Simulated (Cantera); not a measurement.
A freely propagating, adiabatic, planar premixed flame of 31.6 % H2, 14.4 % O2, 54.0 % N2, unburnt at 375 K and 960000 Pa; mixture-averaged transport, grid criteria slope 0.08 and curve 0.16, no radiation.

Computed with Cantera and the H2/O2 subset of GRI-Mech 3.0, which has no nitrogen chemistry. The hydrogen kinetics of GRI-Mech 3.0 are dated; newer H2 mechanisms differ, most at raised pressure. Burning velocities carry a grid error of a few per cent, more on coarse grids.

Question: Predict: laminar burning velocity; thermal thickness; peak x(H); peak x(H2O2); peak x(O).

Answer: 
| Property | Result |
|---|---|
| laminar burning velocity | 276 cm/s |
| thermal thickness | 0.0243 mm |
| peak x(H) | 0.0193 |
| peak x(H2O2) | 0.000217 |
| peak x(O) | 0.00417 |
